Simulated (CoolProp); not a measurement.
Vapour-liquid equilibrium of isobutane (1) + n-butane (2) at 206.3 K; x and y are mole fractions of (1).

The numbers come from the multi-fluid Helmholtz-energy mixture model, Bücker 2006 and Bücker 2006; pair parameters Kunz 2012 in CoolProp.

| x | bubble pressure, mixture model (kPa) | bubble pressure, Raoult's law (kPa) | y, mixture model | y, Raoult's law |
|---|---|---|---|---|
| 0.05 | 3.257 | 3.251 | 0.093 | 0.091 |
| 0.2 | 3.690 | 3.675 | 0.325 | 0.323 |
| 0.35 | 4.116 | 4.098 | 0.507 | 0.507 |
| 0.5 | 4.538 | 4.521 | 0.655 | 0.656 |
| 0.65 | 4.957 | 4.945 | 0.778 | 0.780 |
| 0.8 | 5.375 | 5.368 | 0.883 | 0.884 |
| 0.95 | 5.793 | 5.791 | 0.973 | 0.973 |

The largest gap from Raoult's law is +0.4 % in bubble pressure, at x = 0.35. No azeotrope shows between x = 0.05 and 0.95.

The pair parameters rest on a limited set of measurements; away from them the model extrapolates.
